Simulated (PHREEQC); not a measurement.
Solution (25 °C): 0.74 mol/kgw LiBr, 0.044 mol/kgw MgSO4 and 0.4 mol/kgw KBr. Closed to the air; pH follows from the charge balance.

All values are PHREEQC results (Pitzer model, pitzer.dat), not measurements.

No solid was allowed to form.

Task: What activity of water, osmotic coefficient, density does the model give?

Result: activity of water 0.958; osmotic coefficient 0.998; density 1.079 g/cm³.

Species that the database lacks are ignored.
